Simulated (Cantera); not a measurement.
Input: 1 mol PbO, 1.9 mol H2, held at 1000 Pa.

Equilibrium computed with Cantera from the NASA thermochemical tables; the gas is ideal and each condensed phase is pure. Candidate condensed phases: H2O, Pb, PbO, PbO2, Pb3O4; 12 gas species. The numbers say what is thermodynamically allowed, not how fast it happens.

**Question.** Which condensed phases are stable at each of these points (T (K)): 1025, 1075, 1125, 1175, 1225, 1275, 1325, 1375, 1425, 1475, 1525, 1575?

**Answer.** 
| T (K) | condensed phases | Pb condensed (%) |
|---|---|---|
| 1025 | Pb(l) | 99.5 |
| 1075 | Pb(l) | 98.5 |
| 1125 | Pb(l) | 96.3 |
| 1175 | Pb(l) | 91.3 |
| 1225 | Pb(l) | 80.4 |
| 1275 | Pb(l) | 55.8 |
| 1325 | gas only | 0.0 |
| 1375 | gas only | 0.0 |
| 1425 | gas only | 0.0 |
| 1475 | gas only | 0.0 |
| 1525 | gas only | 0.0 |
| 1575 | gas only | 0.0 |

From 1025 K to 1275 K the condensed part is Pb(l). From 1325 K to 1575 K nothing is condensed.
